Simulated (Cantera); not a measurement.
Charge: 1 mol Cr2O3, a varied amount of H2, 0.1 mol H2O, held at 18.8 Torr.

These are equilibrium values from Cantera (NASA tables, ideal gas, pure condensed phases), not measurements of a reactor. Candidate condensed phases: Cr, Cr2O3, H2O; 13 gas species. Mutual solubility and eutectic melting of coexisting phases are not modelled. The numbers say what is thermodynamically allowed, not how fast it happens.

Stable condensed phases, one row left out:

```
T in °C \ n(H2) in mol
          110  290  470  650  820 1000 1200 1400
   1627     A    B    B    B    B    B    B    B
   1602     A    B    B    B    B    B    B    B
   1577     A    A    B    B    B    B    B    B
   1552     A    A    B    B    B    B    B    B
   1527     A    C    C    B    B    B    B    B
   1502     C    C    C    D    B    B    B    B
   1477     C    C    C    D    D    D    B    B
   1427     C    C    C    C    D    D    D    D
   1402     C    C    C    C    C    D    D    D
   1377     C    C    C    C    C    C    D    D
```

A: Cr2O3; B: gas only; C: Cr + Cr2O3; D: Cr.

### Question
Give the row for 1452 °C.

### Answer
110: Cr + Cr2O3; 290: Cr + Cr2O3; 470: Cr + Cr2O3; 650: Cr + Cr2O3; 820: Cr; 1000: Cr; 1200: Cr; 1400: Cr.
